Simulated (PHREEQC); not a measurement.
Synthetic water in mg/L, 75 °C, pH 2.82, pe 9.9:

```tsv
constituent	mg/L
Na	27.4
K	2.51
Ca	156
Mg	3.85
Cl	23.7
S(6) as SO4	671
Pb	0.205
Al	32.2
O(0) (dissolved oxygen)	7.48
Zn	5.33
Sr	11.5
Mn(2)	1.54
```

Valence states are taken as typed.

Equilibrium calculation in PHREEQC: ion-association model, phreeqc.dat.

No solid was allowed to form.

**Question.** Order these Al species by the share of Al that they hold, largest first: Al(SO4)2-, AlOH+2, Al+3, Al(OH)2+, AlSO4+.

**Answer.** AlSO4+ (75 %), Al+3 (17 %), Al(SO4)2- (6.0 %), AlOH+2 (1.3 %), Al(OH)2+ (0.11 %)

The pH is 2.82 and the ionic strength 0.0177 mol/kgw. Species that the database lacks are ignored. Constants without temperature data keep their 25 °C values here.
